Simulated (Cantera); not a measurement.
**Stirred combustor or abatement burner**

A perfectly stirred reactor is fed with 1.65 % CH₄, 1.65 % C₂H₆, 20.3 % O₂, 76.4 % N₂, at 500000 Pa; it is adiabatic with a 525 K inlet, and is followed from long to short residence time, starting on the burning branch (τ in s: 0.14, 0.055, 0.022, 0.0088, 0.0035, 0.0014, 0.00056, 0.00022, 9e-05).

Cantera simulation using GRI-Mech 3.0 (53 species, 325 reactions); the numbers are that mechanism's predictions, not measurements.

```csv
τ (s),T (K),x CH₄,x C₂H₆,x O₂,x C₂H₄,x CH₃
0.14,1571,3.93e-6,9.70e-7,0.111,3.49e-6,6.17e-7
0.055,1569,7.45e-6,1.90e-6,0.111,6.55e-6,1.20e-6
0.022,1566,1.40e-5,3.64e-6,0.111,1.19e-5,2.28e-6
0.0088,1561,2.68e-5,7.03e-6,0.111,2.13e-5,4.36e-6
0.0035,1551,5.40e-5,1.41e-5,0.112,3.81e-5,8.52e-6
0.0014,1526,0.000125,3.20e-5,0.114,7.39e-5,1.80e-5
0.00056,525,0.0165,0.0165,0.203,<1e-12,<1e-12
0.00022,525,0.0165,0.0165,0.203,<1e-12,<1e-12
9.0e-5,525,0.0165,0.0165,0.203,<1e-12,<1e-12
```
x: mole fraction; the columns are a selection and need not sum to one.
